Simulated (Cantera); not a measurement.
A closed system holds: 1 mol C₂F₆, 0.29 mol HCl, 0.38 mol H₂, held at 923.15 K and 133 Pa.

Method: chemical equilibrium by Gibbs-energy minimisation in Cantera with the NASA 1993 tables (ideal gas, pure condensed phases). Candidate condensed phases: C, C₆H₆, C₇H₈, C₈H₁₈; 118 gas species. The feed counts by its element totals alone. Gases not in the tables: C₂F₆ and larger saturated fluorocarbons. The numbers say what is thermodynamically allowed, not how fast it happens.

Base state: CF₄ 0.546, HF 0.341, HCl 0.102, Cl₂ 0.00891, CClF₃ 0.00218, Cl 0.000290, CCl₂F₂ 1.24e-5 (mole fractions); condensed: C(graphite).

**Question.** What changes in the equilibrium state with this change: temperature from 923.15 K to 3023 K?

**Answer.** 
| species | before | after |
|---|---|---|
| F | <1e-9 | 0.666 |
| HF | 0.341 | 0.121 |
| C₃ | <1e-9 | 0.0597 |
| CF₄ | 0.546 | 1.01e-9 |
| CF | <1e-9 | 0.0472 |
| C | <1e-9 | 0.0276 |
| H | <1e-9 | 0.0253 |
| C₂ | <1e-9 | 0.0104 |
| HCl | 0.102 | 6.98e-5 |
| Cl | 0.000290 | 0.0404 |
| CClF₃ | 0.00218 | <1e-9 |
| CF₂ | <1e-9 | 0.00187 |
| Cl₂ | 0.00891 | 2.20e-8 |
| C(graphite), mol | 0.701 | 0 |
